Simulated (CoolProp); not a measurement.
Vapour-liquid equilibrium of propane (1) + R114 (2) at 284.6 K; x and y are mole fractions of (1).

Model: multi-fluid Helmholtz-energy mixture model, Lemmon 2009 and Platzer 1990; pair parameters Bell 2016, in CoolProp. This equation is an older, rougher fit; its heat capacities, sound speeds and derivatives of the liquid may be far off and weren't checked against measurements.

### Question
Give the bubble pressure and the first vapour's composition at x = 0.55, 0.75, 0.95. Is there an azeotrope?

### Answer
x = 0.55: 0.4566 MPa, y = 0.829; x = 0.75: 0.5467 MPa, y = 0.908; x = 0.95: 0.6389 MPa, y = 0.981. No azeotrope shows between x = 0.05 and 0.95.

The pair parameters rest on a limited set of measurements; away from them the model extrapolates.
